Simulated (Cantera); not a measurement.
Charge: 1 mol SiC, 0.28 mol H2O, 64 mol N2, equilibrated at 1498.15 K and 0.00473 Torr.

Equilibrium computed with Cantera from the NASA thermochemical tables; the gas is ideal and each condensed phase is pure. Candidate condensed phases: C, C6H6, C7H8, C8H18, H2O, Si, SiC, SiO2, Si2N2O, Si3N4; 151 gas species. Kinetics and transport are ignored.

Base state: N2 0.991, H2 0.00411, CO 0.00229, SiO 0.00204, H 0.000440, Si 0.000248 (mole fractions); condensed: SiC(s).

### Question
What changes in the equilibrium state with this change: pressure from 0.00473 Torr to 750 Torr?

### Answer
```json
[
 {"species": "N2", "before": "0.991", "after": "0.995"},
 {"species": "H2", "before": "0.00411", "after": "0.00436"},
 {"species": "CO", "before": "0.00229", "after": "8.60e-5"},
 {"species": "SiO", "before": "0.00204", "after": "2.96e-8"},
 {"species": "Si", "before": "0.000248", "after": "<1e-9"},
 {"species": "H", "before": "0.000440", "after": "1.14e-6"},
 {"species": "HCN", "before": "3.11e-6", "after": "6.87e-5"},
 {"species": "SiC(s), mol", "before": "0.852", "after": "0"},
 {"species": "C(graphite), mol", "before": "0", "after": "0.990"},
 {"species": "Si2N2O(s), mol", "before": "0", "after": "0.275"},
 {"species": "Si3N4(s), mol", "before": "0", "after": "0.150"}
]
```
N2 is the only nitrogen source here; it is nearly inert below about 1500 K, so the nitride shown seldom forms there in practice. Mutual solubility and eutectic melting of coexisting phases are not modelled.
